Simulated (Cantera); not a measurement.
A freely propagating, adiabatic, planar premixed flame of 24.0 % CO, 18.1 % H2, 12.2 % O2, 45.8 % N2, unburnt at 698 K and 760 Torr; mixture-averaged transport, grid criteria slope 0.08 and curve 0.16, no radiation.

Computed with Cantera and GRI-Mech 3.0 (53 species, 325 reactions). Burning velocities carry a grid error of a few per cent, more on coarse grids.

Problem. Predict: laminar burning velocity; thermal thickness; peak x(HO2).

Solution. 
- laminar burning velocity = 724 cm/s
- thermal thickness = 0.578 mm
- peak x(HO2) = 0.000190
